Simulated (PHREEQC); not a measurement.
Dissolve 0.01 mol/kgw H3PO4, 0.0058 mol/kgw HF and 1.4e-06 mol/kgw H4SiO4 at 55 °C. Closed to the air; pH follows from the charge balance.

Computed with PHREEQC (ion-association model, phreeqc.dat).

| Quantity | Value |
|---|---|
| pH | 2.29 |
| ionic strength | 0.00553 mol/kgw |
| specific conductance | 3540 µS/cm |
| total alkalinity | -15.8 meq/kg |

```json
[
 {"species": "H+", "molality": "0.00553", "activity": "0.00513", "log γ": "-0.033"},
 {"species": "HF", "molality": "0.00535", "activity": "0.00536", "log γ": "0.001"},
 {"species": "H2PO4-", "molality": "0.00510", "activity": "0.00470", "log γ": "-0.035"},
 {"species": "H3PO4", "molality": "0.00490", "activity": "0.00491", "log γ": "0.001"},
 {"species": "F-", "molality": "0.000428", "activity": "0.000393", "log γ": "-0.037"},
 {"species": "HF2-", "molality": "1.00e-5", "activity": "9.22e-6", "log γ": "-0.037"},
 {"species": "H4SiO4", "molality": "9.72e-7", "activity": "9.73e-7", "log γ": "0.001"},
 {"species": "SiF6-2", "molality": "4.28e-7", "activity": "3.08e-7", "log γ": "-0.143"},
 {"species": "HPO4-2", "molality": "9.20e-8", "activity": "6.62e-8", "log γ": "-0.143"}
]
```

This is a speciation only: nothing precipitates in the calculation. Away from 25 °C the constants follow the database's enthalpies or fits; those with neither stay at their 25 °C values. SiF6-2 is the database's only silicon fluoride.
